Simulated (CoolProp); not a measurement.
A simple Rankine cycle with n-perfluoropentane: condensing at 289.15 K, boiler at 1.12 MPa, turbine inlet 395.5 K, turbine efficiency 0.75, pump efficiency 0.7, no recuperator. Each further row changes one setting.

Model: reference Helmholtz-energy equation of state, Gao 2022, in CoolProp.

```csv
case,thermal efficiency (%),net work (kJ/kg),heat in (kJ/kg),turbine exit temperature (K),volume ratio over the turbine
as stated,11.6,…,174,…,24.0
turbine inlet 415.5 K,11.2,21.8,196,380.7,…
condensing temperature 281.15 K,…,…,182,355.7,33.5
boiler pressure 0.784 MPa,10.4,18.7,179,366.5,14.6
turbine efficiency 0.65,9.9,17.3,174,…,24.2
```

### Question
Some entries are withheld; supply them.

### Answer

- as stated, net work (kJ/kg): 20.1
- as stated, turbine exit temperature (K): 358.7
- turbine inlet 415.5 K, volume ratio over the turbine: 21.9
- condensing temperature 281.15 K, thermal efficiency (%): 12.4
- condensing temperature 281.15 K, net work (kJ/kg): 22.6
- turbine efficiency 0.65, turbine exit temperature (K): 361.9
